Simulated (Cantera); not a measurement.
Cantera run, input and output.

```python
import numpy as np
import cantera as ct

gas = ct.Solution("gri30.yaml")
gas.TPX = 1873, 170000, {'CH4': 1, 'N2': 67}
reactor = ct.IdealGasConstPressureReactor(gas, energy="off", clone=False)
net = ct.ReactorNet([reactor])
net.rtol, net.atol = 1e-08, 1e-18
show = ['CH4', 'C2H4', 'C2H6', 'H2', 'C2H', 'HCN']
times = np.geomspace(1e-06, 4, 12)

steps = ct.SolutionArray(gas, extra=["t"])
rows = []
print(f"{'t/s':>10s}{'T/K':>9s}{'P/Pa':>11s}" + "".join(f"{s:>11s}" for s in show))
for t in times:
    while net.time < t:
        t_next = net.step()
        steps.append(gas.state, t=t_next)
    rows.append([np.interp(t, steps.t, y) for y in (steps.T, steps.P, *steps(*show).X.T)])
    print(f"{t:10.3e}{rows[-1][0]:9.1f}{rows[-1][1]:11.4g}" + "".join(f"{x:11.3e}" for x in rows[-1][2:]))
rate = np.gradient(steps.T, steps.t)
print("integrator steps:", len(steps.t))
if steps.T.max() > steps.T[0] + 200:
    print(f"time of steepest temperature rise: {steps.t[rate.argmax()]:.4e} s")
gas.TPX = 1873, 170000, {'CH4': 1, 'N2': 67}
gas.equilibrate("TP")
print(f"equilibrium (TP): T = {gas.T:.1f} K  " + "  ".join(f"{s} {gas[s].X[0]:.3e}" for s in show))
```

It prints:

```
       t/s      T/K       P/Pa        CH4       C2H4       C2H6         H2        C2H        HCN
 1.000e-06   1873.0    1.7e+05  1.470e-02  1.452e-11  2.872e-11  9.441e-07  5.172e-21  3.316e-14
 3.983e-06   1873.0    1.7e+05  1.469e-02  2.352e-09  2.820e-09  7.254e-06  2.138e-17  8.881e-13
 1.586e-05   1873.0    1.7e+05  1.463e-02  2.271e-07  1.781e-07  3.511e-05  4.145e-14  2.540e-11
 6.318e-05   1873.0    1.7e+05  1.439e-02  1.485e-05  5.651e-06  1.720e-04  5.120e-11  1.169e-09
 2.516e-04   1873.0    1.7e+05  1.253e-02  5.106e-04  5.309e-05  1.867e-03  1.543e-08  1.048e-07
 1.002e-03   1873.0    1.7e+05  6.333e-03  4.491e-04  1.767e-05  1.145e-02  1.643e-07  2.165e-06
 3.991e-03   1873.0    1.7e+05  2.212e-03  3.770e-05  1.946e-06  1.825e-02  2.435e-07  7.179e-06
 1.590e-02   1873.0    1.7e+05  5.923e-04  5.851e-06  1.417e-07  2.078e-02  2.754e-07  1.416e-05
 6.331e-02   1873.0    1.7e+05  1.462e-04  3.874e-06  8.741e-09  2.147e-02  2.849e-07  2.130e-05
 2.522e-01   1873.0    1.7e+05  3.652e-05  3.797e-06  5.686e-10  2.163e-02  2.872e-07  2.870e-05
 1.004e+00   1873.0    1.7e+05  1.428e-05  3.799e-06  1.067e-10  2.166e-02  2.875e-07  3.803e-05
 4.000e+00   1873.0    1.7e+05  1.311e-05  3.792e-06  9.361e-11  2.166e-02  2.870e-07  6.480e-05
integrator steps: 1355
equilibrium (TP): T = 1873.0 K  CH4 4.006e-06  C2H4 2.438e-07  C2H6 8.059e-12  H2 2.170e-02  C2H 1.841e-08  HCN 1.356e-02
```

Detailed kinetics in Cantera: GRI-Mech 3.0 (53 species, 325 reactions). GRI-Mech 3.0 stops at C3 and has no aromatics, soot or wall deposition, so with more carbon than oxygen in the feed, carbon stays in small species such as C2H2 where larger ones or solid carbon would form.
